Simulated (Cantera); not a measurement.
Input: 1 mol SiCl₄, 4.8 mol N₂, 0.0054 mol Cl₂, held at 1200 °C and 110000 Pa.

Method: chemical equilibrium by Gibbs-energy minimisation in Cantera with the NASA 1993 tables (ideal gas, pure condensed phases). Candidate condensed phases: Si, Si₃N₄; 13 gas species. The tables' values for SiCl₃ are old estimates; treat these amounts as uncertain. Equilibrium is a limit: real reactors are often held back by kinetics, nucleation or transport.

Base state: N₂ 0.826, SiCl₄ 0.172, Cl 0.00103, Cl₂ 0.000493, SiCl₃ 0.000154 (mole fractions); condensed: gas only.

Q: What changes in the equilibrium state with this change: SiCl₄ replaced by Si₂H₆?

A: 
```
species          before    after
-------------  --------  -------
N₂                0.826    0.536
H₂                    0    0.463
HCl                   0  0.00167
SiCl₄             0.172    <1e-9
Cl₂            0.000493    <1e-9
SiCl₃          0.000154    <1e-9
Cl              0.00103  2.40e-8
NH₃                   0  1.70e-5
Si₃N₄(s), mol         0    0.667
```
The feed counts by its element totals alone. N₂ is the only nitrogen source here; it is nearly inert below about 1500 K, so the nitride shown seldom forms there in practice. Further candidate phases: NH₄Cl.

Q: What changes in the equilibrium state with this change: temperature from 1200 °C to 925 °C?

A: 
```json
[
 {"species": "N₂", "before": "0.826", "after": "0.827"},
 {"species": "SiCl₄", "before": "0.172", "after": "0.172"},
 {"species": "Cl₂", "before": "0.000493", "after": "0.000865"},
 {"species": "Cl", "before": "0.00103", "after": "0.000130"},
 {"species": "SiCl₃", "before": "0.000154", "after": "7.77e-7"}
]
```
